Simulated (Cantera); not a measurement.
Feed: 1 mol CH4, 0.027 mol CO2, 0.42 mol H2, 0.007 mol O2, held at 2725 K and 0.133 bar.

These are equilibrium values from Cantera (NASA tables, ideal gas, pure condensed phases), not measurements of a reactor. Candidate condensed phases: C, C6H6, C7H8, C8H18, H2O; 110 gas species. Equilibrium is a limit: real reactors are often held back by kinetics, nucleation or transport.

Base state: H2 0.800, H 0.153, CO 0.0252, C2H2 (acetylene) 0.0206, C2H 0.000437, C4H2 0.000221, C3 9.17e-5, C2H2 (vinylidene) 3.22e-5 (mole fractions); condensed: C(graphite).

### Question
What changes in the equilibrium state with this change: temperature from 2725 K to 3023.15 K?

### Answer
| species | before | after |
|---|---|---|
| H2 | 0.800 | 0.577 |
| H | 0.153 | 0.353 |
| C2H2 (acetylene) | 0.0206 | 0.0384 |
| CO | 0.0252 | 0.0224 |
| C5 | 6.71e-7 | 5.87e-5 |
| C4 | 1.31e-7 | 1.08e-5 |
| C2 | 8.82e-6 | 0.000305 |
| C(graphite), mol | 0.842 | 0.654 |
